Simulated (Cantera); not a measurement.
## Thermodynamics of metals in furnace atmospheres, feed Cu + NH3 + H2

Input: 1 mol Cu, 4.8 mol NH3, 57 mol H2, at 0.0900 Torr.

Cantera equilibrium calculation (NASA polynomials, part measured and part estimated; ideal gas, pure solids and liquids). Candidate condensed phases: Cu; 11 gas species. Kinetics and transport are ignored.

From 600 K to 1200 K the condensed part is Cu(s). At 1400 K the condensed part is Cu(l). From 1600 K to 2000 K nothing is condensed.

```tsv
T (K)	log p H2	log p H	log p N2	log p Cu	log p Cu2	log p NH3	log p N	n Cu(s)	n Cu(l)
600	-3.94	<-15	-5.36	<-15	<-15	-9.97	<-15	1.00	0
800	-3.94	-13.51	-5.36	-15.17	<-15	-11.11	<-15	1.00	0
1000	-3.94	-10.61	-5.36	-10.81	<-15	-11.82	<-15	1.000	0
1200	-3.94	-8.67	-5.36	-7.91	-12.46	-12.31	<-15	0.993	0
1400	-3.94	-7.28	-5.37	-5.87	-9.58	-12.67	<-15	0	0.242
1600	-3.95	-6.24	-5.37	-5.75	-10.25	-12.93	-14.86	0	0
1800	-3.96	-5.42	-5.38	-5.76	-10.97	-13.16	-13.13	0	0
2000	-4.01	-4.79	-5.40	-5.78	-11.58	-13.41	-11.75	0	0
```
log p: log10 of the partial pressure in bar; n: condensed amount in mol.
